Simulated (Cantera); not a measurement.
Input: 1 mol SiH2Cl2, 0.011 mol Cl2, 9 mol N2, held at 1675 K and 5.60 mbar.

Cantera equilibrium calculation (NASA polynomials, part measured and part estimated; ideal gas, pure solids and liquids). Candidate condensed phases: NH4Cl, Si, Si3N4; 28 gas species. The tables' values for SiCl3, SiCl are old estimates; treat these amounts as uncertain. Kinetics and transport are ignored.

What is the equilibrium state?


```json
{
  "x(N2)": "0.814",
  "x(H2)": "0.0645",
  "x(SiCl2)": "0.0640",
  "x(HCl)": "0.0556",
  "x(SiCl3)": "0.000957",
  "x(H)": "0.000394",
  "x(Cl)": "0.000265",
  "x(SiCl)": "9.02e-5",
  "x(SiCl4)": "2.97e-5",
  "n(Si3N4(s))": "0.0986 mol",
  "gas_amount": "10.81 mol",
  "log10 activity of Si(s) (absent)": "-0.43"
}
```
